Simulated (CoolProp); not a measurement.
Propylene along the isobar 583 kPa: fugacity coefficient from the reference equation and from simpler models built on Tc = 91.1 °C, pc = 4555 kPa, ω = 0.146; each cubic takes its own stable root.

Model: reference Helmholtz-energy equation of state, Lemmon 2013, in CoolProp.

| T (°C) | phase | reference | van der Waals | Redlich-Kwong | Soave-Redlich-Kwong | Peng-Robinson |
|---|---|---|---|---|---|---|
| -49.65 | liquid | 0.1560 | 0.7074 | 0.1987 | 0.1554 | 0.1576 |
| -21.85 | liquid | 0.4618 | 0.9098 | 0.5647 | 0.4648 | 0.4627 |
| 5.95 | gas | 0.8994 | 0.9290 | 0.9087 | 0.9048 | 0.8993 |
| 33.75 | gas | 0.9256 | 0.9431 | 0.9298 | 0.9275 | 0.9222 |
| 61.55 | gas | 0.9433 | 0.9536 | 0.9449 | 0.9439 | 0.9389 |
| 89.35 | gas | 0.9557 | 0.9617 | 0.9561 | 0.9561 | 0.9514 |
| 117.15 | gas | 0.9649 | 0.9680 | 0.9646 | 0.9653 | 0.9609 |
| 144.95 | gas | 0.9718 | 0.9731 | 0.9711 | 0.9724 | 0.9683 |
| 172.75 | gas | 0.9772 | 0.9771 | 0.9763 | 0.9780 | 0.9742 |
| 200.65 | gas | 0.9814 | 0.9805 | 0.9803 | 0.9824 | 0.9789 |
| 228.45 | gas | 0.9848 | 0.9832 | 0.9836 | 0.9860 | 0.9826 |
| 256.25 | gas | 0.9875 | 0.9855 | 0.9863 | 0.9888 | 0.9857 |

At some of these states van der Waals gives the other phase, because its saturation line lies elsewhere.
